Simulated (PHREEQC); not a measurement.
A made-up water analysis in mmol/kgw, 25 °C, pH 6.76, pe 11.2:

```tsv
constituent	mmol/kgw
Na	0.131
K	0.0224
Ca	0.241
Mg	0.143
Cl	0.475
S(6)	0.075
Alkalinity (meq/kgw)	0.293
O(0) (counted as O atoms)	0.0042
Si	0.0038
Zn	0.0167
Pb	0.000464
```

Valence states are taken as typed.

The numbers come from PHREEQC with the ion-association model, phreeqc.dat.

```tsv
quantity	before	after
HCO3- (mol/kgw)	0.000290	0.000288
CO2 (mol/kgw)	0.000109	3.42e-5
SO4-2 (mol/kgw)	7.09e-5	7.09e-5
Zn+2 (mol/kgw)	1.57e-5	1.51e-5
Pb+2 (mol/kgw)	1.90e-7	9.23e-8
CO3-2 (mol/kgw)	8.86e-8	2.78e-7
SI of Cerussite (PbCO3)	-0.79	-0.60
SI of Pb(OH)2 (Pb(OH)2)	-1.42	-0.74
```

Name the change that produced these shifts.
A. O(0) from 0.0042 to 0.0084 mmol/kgw
B. all concentrations times 2 at the same typed pH
C. pH from 6.76 to 7.26 at the same alkalinity

C, pH from 6.76 to 7.26 at the same alkalinity

No solid was allowed to form.
